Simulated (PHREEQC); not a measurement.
PHREEQC input (ion-association model, wateq4f.dat):

```
SOLUTION 1
  temp 25
  units mol/kgw
  pH 7 charge
  S(6) 0.0048
  Na 0.0096
END
SELECTED_OUTPUT 1
  -reset false
  -pH true
  -pe true
  -ionic_strength true
  -water true
  -totals C Cu F Na S C(-4) C(4) Cu(1) Cu(2) S(-2)
    S(6)
  -molalities H+ CO3-2 Cu+2 F- Na+ SO4-2 CO2 HCO3- NaCO3- NaHCO3
    NaSO4- HSO4- H2S HS- S-2 O2 OH- HF HF2- Cu+
    CuCO3 Cu(CO3)2-2 CuF+ CuOH+ Cu(OH)2 Cu(OH)3- Cu(OH)4-2 Cu2(OH)2+2 CuSO4 Cu(HS)3-
    CuHCO3+ H2F2 NaF
  -equilibrium_phases CuF2:2H2O Cu(OH)2 Malachite Brochantite Antlerite Mirabilite Chalcanthite Nahcolite Natron
PRINT
  -reset false
USE solution 1
EQUILIBRIUM_PHASES 1
  CuF2:2H2O 0 0.2
  Cu(OH)2 0 0
  Malachite 0 0
  Brochantite 0 0
  Antlerite 0 0
  Mirabilite 0 0
  Chalcanthite 0 0
  Nahcolite 0 0
  Natron 0 0
  O2(g) -0.68 10
  CO2(g) -5 10
END
# ... the last block is repeated for the other 10 points of log pCO2 (atm)
```

Selected output (columns that matter, 11 of 11 rows; log pCO2 (atm) added in front):

```
log pCO2 (atm)	pH	mu	C	Cu	F	Na	S	m_H+	m_Cu+2	m_F-	m_Na+	CuF2:2H2O	Malachite	Antlerite
-5	4.3424	0.10194	3.5906e-07	0.040151	0.087106	0.0095857	0.003659	5.5126e-05	0.025952	0.068841	0.0093358	0.15638	0	0.0011356
-4.5	4.3424	0.10194	1.1354e-06	0.040151	0.087106	0.0095857	0.003659	5.5126e-05	0.025952	0.068841	0.0093358	0.15638	0	0.0011356
-4	4.3424	0.10194	3.5905e-06	0.040152	0.087106	0.0095857	0.003659	5.5126e-05	0.025952	0.068841	0.0093358	0.15638	0	0.0011355
-3.5	4.3424	0.10194	1.1354e-05	0.040152	0.087106	0.0095857	0.0036592	5.5126e-05	0.025952	0.068841	0.0093358	0.15638	0	0.0011354
-3	4.3424	0.10194	3.5905e-05	0.040154	0.087107	0.0095857	0.0036596	5.5127e-05	0.025952	0.068841	0.0093358	0.15638	0	0.001135
-2.5	4.3424	0.10194	0.00011354	0.040158	0.087109	0.0095857	0.0036609	5.5132e-05	0.025952	0.068843	0.0093358	0.15638	0	0.0011336
-2	4.3423	0.10196	0.00035904	0.040174	0.087114	0.0095857	0.0036651	5.5144e-05	0.02595	0.068847	0.0093357	0.15638	0	0.0011294
-1.5	4.342	0.102	0.0011353	0.040222	0.087131	0.0095857	0.0036785	5.5185e-05	0.025947	0.06886	0.0093356	0.15637	0	0.001116
-1	4.341	0.10214	0.0035893	0.040375	0.087184	0.0095857	0.0037206	5.531e-05	0.025935	0.0689	0.009335	0.15634	0	0.0010738
-0.5	4.3381	0.10256	0.011342	0.040853	0.087349	0.0095857	0.0038525	5.5695e-05	0.025899	0.069027	0.0093332	0.15626	0	0.00094175
0	4.2363	0.10496	0.035307	0.042596	0.088939	0.0095855	0.0047927	7.0492e-05	0.026156	0.069103	0.0093246	0.15546	0.00093811	0
```
